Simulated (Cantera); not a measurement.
Charge: 1 mol CCl4, 0.052 mol CH4, equilibrated at 13300 Pa.

Cantera equilibrium calculation (NASA polynomials, part measured and part estimated; ideal gas, pure solids and liquids). Candidate condensed phases: C, C6H6, C7H8, C8H18; 103 gas species. Ions and electrons are included (thermal ionisation). Rates play no part.

**Question.** What share of the C ends up in condensed phases as a function of T (°C), at 1727, 2227, 2727, 3227, 3727, 4227, 4727?

**Answer.** 
| T (°C) | C condensed (%) | as |
|---|---|---|
| 1727 | 99.9 | C(graphite) |
| 2227 | 99.9 | C(graphite) |
| 2727 | 96.7 | C(graphite) |
| 3227 | 0.0 | - |
| 3727 | 0.0 | - |
| 4227 | 0.0 | - |
| 4727 | 0.0 | - |
